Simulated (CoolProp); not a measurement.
Model: reference Helmholtz-energy equation of state, Lemmon 2006, in CoolProp. It is a short technical equation, of lower accuracy than the large ones.

Task: For nitrous oxide, give the phase and the cv (kJ/(kg K)), speed of sound (m/s) at 76.35 °C and 2.2 bar.

Result: 
- 76.35 °C and 2.2 bar: gas; cv 0.739, speed of sound 287
